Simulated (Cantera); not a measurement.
A perfectly stirred reactor is fed with CO : H₂ : CH₄ : O₂ : N₂ = 1 : 0.65 : 0.032 : 1.43 : 5.39 (molar parts), equivalence ratio 0.62, at 69000 Pa; it is adiabatic with a 773 K inlet, and is followed from long to short residence time, starting on the burning branch (τ in s: 0.18, 0.067, 0.024, 0.0089, 0.0033, 0.0012, 0.00043, 0.00016, 5.8e-05, 2.1e-05).

Detailed kinetics in Cantera: GRI-Mech 3.0 (53 species, 325 reactions).

x: mole fraction; the columns are a selection and need not sum to one.

```tsv
τ (s)	T (K)	x CO	x H₂	x CH₄	x H₂O	x C₂H₆	x NO	x OH
0.18	2252	0.00593	0.000753	7.50e-8	0.0890	<1e-12	0.00421	[?]
0.067	2243	0.00706	0.000897	1.78e-7	0.0885	<1e-12	0.00247	[?]
0.024	2214	0.00975	0.00126	3.97e-7	0.0873	<1e-12	0.00122	[?]
0.0089	2157	0.0146	0.00197	7.93e-7	0.0852	<1e-12	0.000534	[?]
0.0033	2067	0.0214	0.00309	1.59e-6	0.0820	<1e-12	0.000201	0.00913
0.0012	1944	0.0292	0.00457	3.49e-6	0.0777	<1e-12	8.27e-5	0.00979
0.00043	1790	0.0379	0.00619	8.84e-6	0.0725	1.67e-12	4.88e-5	0.00937
0.00016	1609	0.0508	0.00772	2.77e-5	0.0675	1.60e-11	2.76e-5	[?]
5.8e-5	1359	0.0825	0.0129	0.000175	0.0620	8.45e-10	6.05e-6	[?]
2.1e-5	773	0.118	0.0765	0.00376	<1e-12	<1e-12	<1e-12	<1e-12
```

Some entries are withheld; supply them.


- 0.18, x OH: 0.00520
- 0.067, x OH: 0.00566
- 0.024, x OH: 0.00658
- 0.0089, x OH: 0.00788
- 0.00016, x OH: 0.00768
- 5.8e-5, x OH: 0.00468
